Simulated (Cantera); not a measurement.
Transport properties of process gases

Gas mixture: 25.7 % CO₂, 42.9 % NO, 31.4 % N₂O, at 0.0263 atm, frozen composition.

Cantera's kinetic-theory transport with the Lennard-Jones parameters of GRI-Mech 3.0, ideal gas; thermal conductivity in the multicomponent form. The composition is frozen, though it would react at the higher temperatures.

```
T (K)  ρ (kg/m³)  cp (J/kg/K)  μ (µPa s)  λ (mW/m/K)     Pr  D (cm²/s) H₂O  D (cm²/s) OH  D (cm²/s) O
-----  ---------  -----------  ---------  ----------  -----  -------------  ------------  -----------
400       0.0305        970.2       20.9        28.1  0.721           12.4          17.2         17.5
600       0.0203         1073       28.7        42.5  0.726           26.9          34.6         35.3
800       0.0152         1151       35.5        56.1  0.728           45.6          56.3         57.6
1000      0.0122         1207       41.5        68.8  0.728           68.1          82.0         83.7
1200      0.0102         1244       47.0        80.3  0.728           93.8           111          114
1400     0.00871         1273       52.1        91.2  0.728            123           144          147
```
D: mixture-averaged diffusion coefficient of that species in the mixture.
